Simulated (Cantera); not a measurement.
What does this Cantera script print?

```python
import numpy as np
import cantera as ct

gas = ct.Solution("gri30.yaml")
gas.TPX = 700, 100000, {'CH4': 1, 'C2H6': 0.17, 'O2': 2.6, 'N2': 9.76}
flame = ct.FreeFlame(gas, width=0.04)
flame.set_refine_criteria(ratio=3, slope=0.08, curve=0.16)
flame.transport_model = "mixture-averaged"
flame.solve(loglevel=0, auto=True)
flame.transport_model = "multicomponent"
flame.soret_enabled = True
flame.solve(loglevel=0, refine_grid=True)
z, T = flame.grid, flame.T
thick = (T[-1] - T[0]) / np.gradient(T, z).max()
show = ['CH4', 'C2H6', 'O2', 'HO2', 'H2', 'HCN']
print(f"laminar burning velocity  {flame.velocity[0] * 100:.3f} cm/s")
print(f"burnt temperature         {T[-1]:.1f} K")
print(f"thermal thickness         {thick * 1e3:.4f} mm")
print(f"grid points               {len(z)}")
z0 = z[flame.heat_release_rate.argmax()]
print(f"{'z/mm':>9s}{'T/K':>9s}{'u/(m/s)':>9s}" + "".join(f"{s:>11s}" for s in show))
rows = []
for k in (-3, -2, -1.5, -1, -0.5, -0.25, 0, 0.25, 0.5, 1, 2, 4, 8):
    zz = z0 + k * thick
    rows.append([k * thick, np.interp(zz, z, T), np.interp(zz, z, flame.velocity),
                 *(np.interp(zz, z, flame.X[gas.species_index(s)]) for s in show)])
    print(f"{rows[-1][0] * 1e3:9.3f}{rows[-1][1]:9.1f}{rows[-1][2]:9.3f}" + "".join(f"{x:11.3e}" for x in rows[-1][3:]))
```

Output:

```
laminar burning velocity  179.658 cm/s
burnt temperature         2427.6 K
thermal thickness         0.3005 mm
grid points               150
     z/mm      T/K  u/(m/s)        CH4       C2H6         O2        HO2         H2        HCN
   -0.901    700.1    1.798  7.384e-02  1.256e-02  1.920e-01  1.699e-07  7.049e-04  3.497e-11
   -0.601    701.8    1.805  7.356e-02  1.254e-02  1.917e-01  2.916e-06  2.198e-03  8.622e-10
   -0.451    706.7    1.821  7.297e-02  1.251e-02  1.911e-01  1.135e-05  3.929e-03  4.005e-09
   -0.300    748.0    1.936  6.988e-02  1.232e-02  1.878e-01  6.803e-05  7.710e-03  4.675e-08
   -0.150   1069.6    2.812  5.265e-02  9.310e-03  1.600e-01  1.744e-04  1.618e-02  7.078e-07
   -0.075   1459.4    3.898  3.081e-02  3.837e-03  1.194e-01  2.346e-04  2.219e-02  2.112e-06
    0.000   1838.3    4.977  8.138e-03  2.201e-04  7.085e-02  1.326e-04  2.396e-02  4.631e-06
    0.075   1999.4    5.427  7.254e-04  8.566e-07  4.165e-02  2.171e-05  1.927e-02  4.237e-06
    0.150   2041.8    5.527  3.408e-05  1.021e-09  3.081e-02  7.679e-06  1.619e-02  1.814e-06
    0.300   2086.1    5.616  5.988e-08  5.584e-15  2.498e-02  5.688e-06  1.543e-02  2.195e-07
    0.601   2144.6    5.745  1.550e-11 -7.049e-17  2.206e-02  4.563e-06  1.490e-02  6.667e-09
    1.202   2218.0    5.913 -1.942e-16 -7.040e-17  1.953e-02  3.489e-06  1.323e-02  3.154e-11
    2.404   2298.4    6.095  2.120e-16  3.434e-18  1.664e-02  2.590e-06  1.097e-02  1.017e-11
```

Model: GRI-Mech 3.0 (53 species, 325 reactions), integrated in Cantera. Burning velocities carry a grid error of a few per cent, more on coarse grids.
